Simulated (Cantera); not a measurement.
Feed: 1 mol SiH4, 0.54 mol CO2, 29 mol H2, held at 1350 K and 0.00850 bar.

Equilibrium computed with Cantera from the NASA thermochemical tables; the gas is ideal and each condensed phase is pure. Candidate condensed phases: C, C6H6, C7H8, C8H18, H2O, Si, SiC, SiO2; 123 gas species. Mutual solubility and eutectic melting of coexisting phases are not modelled. The tables hold silica as quartz up to 1696 K and as liquid above; real silica turns to tridymite and cristobalite and melts near 1996 K. Rates play no part.

Task: What is the equilibrium state?

Result: 
* **x(H2)**: 0.997
* **x(CO)**: 0.00198
* **x(SiO)**: 0.000810
* **x(H)**: 2.58e-5
* **x(CH4)**: 2.38e-6
* **x(H2O)**: 1.97e-6
* **n(SiC(s))**: 0.478 mol
* **n(SiO2(β-quartz))**: 0.497 mol
* **gas amount**: 31.09 mol
* **log10 activity of Si(s) (absent)**: -1.11
* **log10 activity of C(graphite) (absent)**: -1.31
